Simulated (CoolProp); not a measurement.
A simple Rankine cycle with cyclopentane: condensing at 313.15 K, boiler at 2.8 MPa, turbine inlet 492 K, turbine efficiency 0.9, pump efficiency 0.6, no recuperator. Each further row changes one setting.

The numbers come from the reference Helmholtz-energy equation of state, Gedanitz 2015 in CoolProp.

```tsv
case	thermal efficiency (%)	net work (kJ/kg)	heat in (kJ/kg)	turbine exit temperature (K)	volume ratio over the turbine
as stated	22.3	[?]	633	[?]	42.1
turbine inlet 512 K	22.3	153	686	404.2	39.8
condensing temperature 305.15 K	23.5	153	[?]	372.1	55.3
boiler pressure 1.96 MPa	20.9	138	660	397.9	26.4
turbine efficiency 0.8	19.7	125	633	389.6	[?]
```

**Question.** Some entries are withheld; supply them.

**Answer.** 
- as stated, net work (kJ/kg): 141
- as stated, turbine exit temperature (K): 379.5
- condensing temperature 305.15 K, heat in (kJ/kg): 648
- turbine efficiency 0.8, volume ratio over the turbine: 43.3
